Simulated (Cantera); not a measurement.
Charge: 1 mol Hg, 0.17 mol O₂, a varied amount of N₂, held at 1548 K and 3300 Torr.

Method: chemical equilibrium by Gibbs-energy minimisation in Cantera with the NASA 1993 tables (ideal gas, pure condensed phases). Candidate condensed phases: Hg, HgO; 10 gas species. Rates play no part.

Q: At 15 mol N₂, list the 4 most abundant gas species with their mole fractions, and the condensed phases.

A: N₂ 0.927, Hg 0.0618, O₂ 0.0103, NO 0.000370. Condensed: gas only.
